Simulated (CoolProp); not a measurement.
trans-2-butene along the isobar 7.45 bar: Z from the reference equation and from simpler models built on Tc = 428.6 K, pc = 40.19 bar, ω = 0.210; each cubic takes its own stable root.

Values from CoolProp's reference Helmholtz-energy equation of state, Lemmon 2005. It is a short technical equation, of lower accuracy than the large ones.

```csv
T (K),phase,reference,Pitzer virial,van der Waals,Redlich-Kwong,Soave-Redlich-Kwong,Peng-Robinson
412.3,gas,0.9225,0.9269,0.9361,0.9257,0.9246,0.9173
428.4,gas,0.9324,0.9358,0.9421,0.9340,0.9340,0.9270
444.5,gas,0.9406,0.9434,0.9474,0.9411,0.9420,0.9353
460.6,gas,0.9476,0.9499,0.9520,0.9472,0.9489,0.9425
476.7,gas,0.9535,0.9555,0.9562,0.9526,0.9549,0.9487
492.8,gas,0.9587,0.9604,0.9598,0.9572,0.9602,0.9542
508.9,gas,0.9631,0.9647,0.9631,0.9614,0.9647,0.9590
525,gas,0.9670,0.9685,0.9660,0.9650,0.9688,0.9632
```
